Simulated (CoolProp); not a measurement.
Nitrogen at 293.15 K and 0.173 MPa is throttled through a valve to 0.0138 MPa with no heat exchange. Each further row changes one setting.

Values from CoolProp's reference Helmholtz-energy equation of state, Span 2000.

```json
[
 {"case": "as stated", "temperature change (K)": "-0.4", "final density (kg/m³)": "(withheld)"},
 {"case": "outlet pressure 0.00414 MPa", "temperature change (K)": "-0.4", "final density (kg/m³)": "(withheld)"},
 {"case": "outlet pressure 0.0179 MPa", "temperature change (K)": "(withheld)", "final density (kg/m³)": "(withheld)"}
]
```

Question: Fill in the missing entries.

Answer: 
- as stated, final density (kg/m³): 0.159
- outlet pressure 0.00414 MPa, final density (kg/m³): 0.0476
- outlet pressure 0.0179 MPa, temperature change (K): -0.3
- outlet pressure 0.0179 MPa, final density (kg/m³): 0.206
